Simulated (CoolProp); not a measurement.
Properties of sulfur dioxide along the isotherm 275.5 K.

Model: reference Helmholtz-energy equation of state, Gao 2016, in CoolProp.

| p (kPa) | phase | density (kg/m³) | cp (kJ/(kg K)) |
|---|---|---|---|
| 1970 | liquid | 1432 | ? |
| 3940 | liquid | 1435 | ? |
| 5910 | liquid | 1439 | ? |
| 7890 | liquid | ? | 1.353 |
| 9860 | liquid | 1445 | 1.350 |
| 11800 | liquid | 1448 | ? |
| 13800 | liquid | ? | 1.343 |
| 15800 | liquid | 1454 | 1.340 |
| 17700 | liquid | ? | 1.338 |
| 19700 | liquid | 1460 | 1.335 |

What belongs in the gaps?


- 1970, cp (kJ/(kg K)): 1.364
- 3940, cp (kJ/(kg K)): 1.360
- 5910, cp (kJ/(kg K)): 1.357
- 7890, density (kg/m³): 1442
- 11800, cp (kJ/(kg K)): 1.347
- 13800, density (kg/m³): 1451
- 17700, density (kg/m³): 1457
